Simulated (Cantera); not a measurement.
Mixture: 23.2 % CH3OH, 18.3 % O2, 58.6 % N2, at 4.93 atm, adiabatic and at constant pressure. Ignition delay is the time to a rise of 400 K.

Model: GRI-Mech 3.0 (53 species, 325 reactions), integrated in Cantera. GRI-Mech 3.0 was tuned for natural gas; its chemistry of methanol as a main component is partial and can be far from experiment.

Task: Predict: delay at 1100 K; delay at 1200 K; delay at 1300 K; delay at 1400 K; delay at 1500 K; delay at 1600 K; delay at 1700 K; apparent activation energy between 1500 and 1700 K.

Result: 
```
Quantity                                                 Value
--------------------------------------------------  ----------
delay at 1100 K                                        13.2 ms
delay at 1200 K                                        2.09 ms
delay at 1300 K                                       0.448 ms
delay at 1400 K                                       0.123 ms
delay at 1500 K                                        42.0 µs
delay at 1600 K                                        17.1 µs
delay at 1700 K                                        8.02 µs
apparent activation energy between 1500 and 1700 K  180 kJ/mol
```
